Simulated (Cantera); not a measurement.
B2H6 + H2O (boron, boron nitride and boron oxide)

Input: 1 mol B2H6, 0.11 mol H2O, equilibrated at 1330 Pa.

Method: chemical equilibrium by Gibbs-energy minimisation in Cantera with the NASA 1993 tables (ideal gas, pure condensed phases). Candidate condensed phases: B, B2O3, B3O3H3, H2O; 23 gas species. The feed counts by its element totals alone. Mutual solubility and eutectic melting of coexisting phases are not modelled. The tables' values for BH2 are old estimates; treat these amounts as uncertain. The numbers say what is thermodynamically allowed, not how fast it happens.

```
T (°C)  log p H2  log p H  log p HBO  log p BO  log p B2O2  log p BH2  log p B3O3H3  log p B2O3  n B(s)  n B2O3(l)
------  --------  -------  ---------  --------  ----------  ---------  ------------  ----------  ------  ---------
925        -1.88    -7.66      -5.18     -9.32       -7.17      -8.59         -4.98       -8.06    1.92     0.0337
1000       -1.88    -7.08      -4.65     -8.28       -6.24      -8.09         -4.97       -7.06    1.92     0.0323
1075       -1.88    -6.57      -4.18     -7.36       -5.42      -7.64         -4.97       -6.18    1.92     0.0282
1150       -1.88    -6.12      -3.77     -6.54       -4.69      -7.25         -4.98       -5.39    1.91     0.0162
1225       -1.89    -5.71      -3.52     -5.92       -4.27      -6.90         -5.35       -5.04    1.89          0
1300       -1.89    -5.34      -3.48     -5.55       -4.28      -6.58         -6.25       -5.29    1.89          0
1375       -1.89    -4.99      -3.46     -5.24       -4.32      -6.29         -7.11       -5.57    1.89          0
1450       -1.89    -4.68      -3.45     -4.95       -4.36      -6.02         -7.91       -5.84    1.89          0
1525       -1.89    -4.40      -3.44     -4.70       -4.41      -5.78         -8.66       -6.11    1.89          0
1600       -1.89    -4.14      -3.45     -4.47       -4.48      -5.56         -9.37       -6.37    1.89          0
1675       -1.89    -3.89      -3.46     -4.27       -4.55      -5.36        -10.06       -6.64    1.89          0
1750       -1.90    -3.67      -3.48     -4.10       -4.64      -5.17        -10.72       -6.93    1.89          0
1825       -1.90    -3.46      -3.51     -3.95       -4.75      -5.00        -11.38       -7.23    1.89          0
1900       -1.91    -3.27      -3.56     -3.83       -4.88      -4.84        -12.04       -7.55    1.89          0
```
log p: log10 of the partial pressure in bar; n: condensed amount in mol.

From 925 °C to 1150 °C the condensed part is B(s) + B2O3(l). From 1225 °C to 1900 °C the condensed part is B(s). The main B-bearing gas is B3O3H3 at 925 °C and HBO at 1900 °C.
